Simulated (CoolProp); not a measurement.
A Linde-Hampson liquefier for ethane: isothermal reversible compression at 320 K from 1 atm to 15 MPa, throttling to 1 atm, return gas leaving the recuperator 10 K below the feed. Each further row changes one setting.

The numbers come from the reference Helmholtz-energy equation of state, Bücker 2006 in CoolProp.

```csv
case,liquid yield per pass,compression work (kJ/kg of gas)
as stated,0.443,353
high pressure 30 MPa,0.453,390
warm-end temperature 350 K,0.342,414
warm-end gap 15 K,0.435,353
```
